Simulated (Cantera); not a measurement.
What does this Cantera script print?

```python
import numpy as np
import cantera as ct

gas = ct.Solution("gri30.yaml")
gas.TPX = 675, 500000, {'CH4': 1, 'C2H6': 0.46, 'O2': 2.58, 'N2': 11.6}
flame = ct.FreeFlame(gas, width=0.013)
flame.set_refine_criteria(ratio=3, slope=0.08, curve=0.16)
flame.transport_model = "mixture-averaged"
flame.solve(loglevel=0, auto=True)
z, T = flame.grid, flame.T
thick = (T[-1] - T[0]) / np.gradient(T, z).max()
show = ['CH4', 'C2H6', 'O2', 'NO', 'H', 'CH3']
print(f"laminar burning velocity  {flame.velocity[0] * 100:.3f} cm/s")
print(f"burnt temperature         {T[-1]:.1f} K")
print(f"thermal thickness         {thick * 1e3:.4f} mm")
print(f"grid points               {len(z)}")
z0 = z[flame.heat_release_rate.argmax()]
print(f"{'z/mm':>9s}{'T/K':>9s}{'u/(m/s)':>9s}" + "".join(f"{s:>11s}" for s in show))
rows = []
for k in (-3, -2, -1.5, -1, -0.5, -0.25, 0, 0.25, 0.5, 1, 2, 4, 8):
    zz = z0 + k * thick
    rows.append([k * thick, np.interp(zz, z, T), np.interp(zz, z, flame.velocity),
                 *(np.interp(zz, z, flame.X[gas.species_index(s)]) for s in show)])
    print(f"{rows[-1][0] * 1e3:9.3f}{rows[-1][1]:9.1f}{rows[-1][2]:9.3f}" + "".join(f"{x:11.3e}" for x in rows[-1][3:]))
```

It prints:

```
laminar burning velocity  43.700 cm/s
burnt temperature         2125.7 K
thermal thickness         0.1718 mm
grid points               142
     z/mm      T/K  u/(m/s)        CH4       C2H6         O2         NO          H        CH3
   -0.515    675.8    0.439  6.365e-02  2.931e-02  1.643e-01  3.088e-10  2.430e-15  6.081e-11
   -0.344    682.4    0.445  6.298e-02  2.913e-02  1.630e-01  3.338e-09  1.477e-13  5.781e-10
   -0.258    702.1    0.461  6.172e-02  2.880e-02  1.605e-01  1.467e-08  4.162e-12  3.805e-09
   -0.172    796.0    0.529  5.716e-02  2.718e-02  1.508e-01  1.138e-07  1.893e-09  1.582e-07
   -0.086   1169.4    0.796  4.088e-02  1.686e-02  1.107e-01  1.663e-06  7.324e-06  7.873e-05
   -0.043   1511.9    1.047  2.561e-02  5.796e-03  7.065e-02  4.596e-06  1.196e-04  8.238e-04
    0.000   1832.3    1.284  1.064e-02  4.813e-04  3.160e-02  8.906e-06  6.615e-04  1.699e-03
    0.043   2006.0    1.410  3.423e-03  2.787e-05  1.083e-02  1.566e-05  1.276e-03  1.130e-03
    0.086   2073.0    1.456  1.389e-03  3.921e-06  3.593e-03  2.250e-05  1.381e-03  5.600e-04
    0.172   2110.7    1.481  5.528e-04  3.927e-07  5.517e-04  3.090e-05  1.021e-03  1.869e-04
    0.344   2123.8    1.489  2.987e-04  5.072e-08  4.177e-05  3.740e-05  5.878e-04  6.309e-05
    0.687   2126.8    1.491  1.835e-04  1.031e-08  2.158e-06  4.311e-05  3.993e-04  2.719e-05
    1.374   2126.6    1.492  8.815e-05  1.994e-09  7.991e-07  5.148e-05  3.613e-04  1.180e-05
```

Computed with Cantera and GRI-Mech 3.0 (53 species, 325 reactions). Burning velocities carry a grid error of a few per cent, more on coarse grids.
